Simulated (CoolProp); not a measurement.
100 sccm (0 °C, 1 atm) of nitrogen bubbles through liquid octamethylcyclotetrasiloxane (D4) at 363.2 K and leaves saturated at a total pressure of 0.107 MPa (ideal gas phase). Each further row changes one setting.

Values from CoolProp's reference Helmholtz-energy equation of state, Thol 2015.

```tsv
case	vapour pressure (kPa)	mole fraction of vapour	delivery (mg/min)	delivery (sccm)	change of delivery for a bath 1 K warmer (%)
as stated	5.72	[?]	[?]	5.64	[?]
bath temperature 368.2 K	7.10	0.0664	[?]	7.11	[?]
total pressure 0.214 MPa	5.72	[?]	36.3	[?]	[?]
```

Problem. Fill in the missing entries.

Solution. 
- as stated, mole fraction of vapour: 0.0534
- as stated, delivery (mg/min): 74.7
- as stated, change of delivery for a bath 1 K warmer (%): 4.8
- bath temperature 368.2 K, delivery (mg/min): 94.1
- bath temperature 368.2 K, change of delivery for a bath 1 K warmer (%): 4.7
- total pressure 0.214 MPa, mole fraction of vapour: 0.0267
- total pressure 0.214 MPa, delivery (sccm): 2.74
- total pressure 0.214 MPa, change of delivery for a bath 1 K warmer (%): 4.6
